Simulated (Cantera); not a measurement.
An adiabatic, constant-volume homogeneous reactor starts with CH₄ : O₂ : N₂ = 1 : 2.53 : 9.52 (molar parts), at 1725 K and 2.10 bar. Integrator tolerance rtol = 1e-08.

Computed with Cantera and GRI-Mech 3.0 (53 species, 325 reactions).

Problem. What does this change do: pressure from 2.10 bar to 0.260 bar?

Solution. 
```
quantity                                                            before                                    after
---------------------------------  ---------------------------------------  ---------------------------------------
time of steepest temperature rise                                  89.0 µs                                 0.583 ms
temperature at 6.00 s                                               2947 K                                   2765 K
equilibrium temperature                                             2947 K                                   2765 K
x(CH₄) at 6.00 s                     <1e-12 (gas-phase equilibrium <1e-12)    <1e-12 (gas-phase equilibrium <1e-12)
x(O₂) at 6.00 s                      0.0413 (gas-phase equilibrium 0.0413)    0.0451 (gas-phase equilibrium 0.0451)
x(C₂H₄) at 6.00 s                    <1e-12 (gas-phase equilibrium <1e-12)    <1e-12 (gas-phase equilibrium <1e-12)
x(HO₂) at 6.00 s                   1.72e-5 (gas-phase equilibrium 1.72e-5)  7.19e-6 (gas-phase equilibrium 7.19e-6)
x(H₂O₂) at 6.00 s                  7.51e-7 (gas-phase equilibrium 7.51e-7)  1.83e-7 (gas-phase equilibrium 1.83e-7)
x(C₂H₂) at 6.00 s                    <1e-12 (gas-phase equilibrium <1e-12)    <1e-12 (gas-phase equilibrium <1e-12)
```

Problem. What does this change do: initial temperature 1725 to 1125 K?

Solution. 
```csv
quantity,before,after
time of steepest temperature rise,89.0 µs,58.7 ms
temperature at 6.00 s,2947 K,2737 K
equilibrium temperature,2947 K,2737 K
x(CH₄) at 6.00 s,<1e-12 (gas-phase equilibrium <1e-12),<1e-12 (gas-phase equilibrium <1e-12)
x(O₂) at 6.00 s,0.0413 (gas-phase equilibrium 0.0413),0.0385 (gas-phase equilibrium 0.0385)
x(C₂H₄) at 6.00 s,<1e-12 (gas-phase equilibrium <1e-12),<1e-12 (gas-phase equilibrium <1e-12)
x(HO₂) at 6.00 s,1.72e-5 (gas-phase equilibrium 1.72e-5),1.24e-5 (gas-phase equilibrium 1.24e-5)
x(H₂O₂) at 6.00 s,7.51e-7 (gas-phase equilibrium 7.51e-7),6.89e-7 (gas-phase equilibrium 6.89e-7)
x(C₂H₂) at 6.00 s,<1e-12 (gas-phase equilibrium <1e-12),<1e-12 (gas-phase equilibrium <1e-12)
```
